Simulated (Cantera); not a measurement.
Input (Python, Cantera):

```python
import numpy as np
import cantera as ct

gas = ct.Solution("gri30.yaml")
gas.TPX = 1375, 600000, {'CH4': 1, 'CO2': 2.6, 'H2': 0.35}
reactor = ct.IdealGasConstPressureReactor(gas, energy="off", clone=False)
net = ct.ReactorNet([reactor])
net.rtol, net.atol = 1e-08, 1e-18
show = ['CH4', 'CO2', 'H2', 'O', 'H2O2']
times = np.geomspace(7e-06, 60, 10)

steps = ct.SolutionArray(gas, extra=["t"])
rows = []
print(f"{'t/s':>10s}{'T/K':>9s}{'P/Pa':>11s}" + "".join(f"{s:>11s}" for s in show))
for t in times:
    while net.time < t:
        t_next = net.step()
        steps.append(gas.state, t=t_next)
    rows.append([np.interp(t, steps.t, y) for y in (steps.T, steps.P, *steps(*show).X.T)])
    print(f"{t:10.3e}{rows[-1][0]:9.1f}{rows[-1][1]:11.4g}" + "".join(f"{x:11.3e}" for x in rows[-1][2:]))
rate = np.gradient(steps.T, steps.t)
print("integrator steps:", len(steps.t))
if steps.T.max() > steps.T[0] + 200:
    print(f"time of steepest temperature rise: {steps.t[rate.argmax()]:.4e} s")
gas.TPX = 1375, 600000, {'CH4': 1, 'CO2': 2.6, 'H2': 0.35}
gas.equilibrate("TP")
print(f"equilibrium (TP): T = {gas.T:.1f} K  " + "  ".join(f"{s} {gas[s].X[0]:.3e}" for s in show))
```

It prints:

```
       t/s      T/K       P/Pa        CH4        CO2         H2          O       H2O2
 7.000e-06   1375.0      6e+05  2.532e-01  6.582e-01  8.861e-02  4.093e-16  1.234e-19
 4.125e-05   1375.0      6e+05  2.532e-01  6.582e-01  8.861e-02  5.014e-16  4.099e-18
 2.431e-04   1375.0      6e+05  2.532e-01  6.582e-01  8.860e-02  1.645e-15  4.475e-17
 1.433e-03   1375.0      6e+05  2.531e-01  6.581e-01  8.856e-02  2.113e-15  6.049e-17
 8.442e-03   1375.0      6e+05  2.528e-01  6.576e-01  8.826e-02  2.979e-15  8.944e-17
 4.975e-02   1375.0      6e+05  2.507e-01  6.534e-01  8.644e-02  3.992e-15  1.333e-16
 2.932e-01   1375.0      6e+05  2.386e-01  6.279e-01  7.835e-02  5.670e-15  3.060e-16
 1.728e+00   1375.0      6e+05  1.774e-01  5.124e-01  5.768e-02  1.111e-14  2.565e-15
 1.018e+01   1375.0      6e+05  8.416e-02  3.458e-01  7.033e-02  2.180e-14  1.615e-14
 6.000e+01   1375.0      6e+05  8.343e-02  2.694e-01  1.093e-01  2.819e-14  8.111e-15
integrator steps: 1130
equilibrium (TP): T = 1375.0 K  CH4 4.461e-05  CO2 1.280e-01  H2 2.540e-01  O 1.824e-14  H2O2 2.275e-15
```

Model: GRI-Mech 3.0 (53 species, 325 reactions), integrated in Cantera.
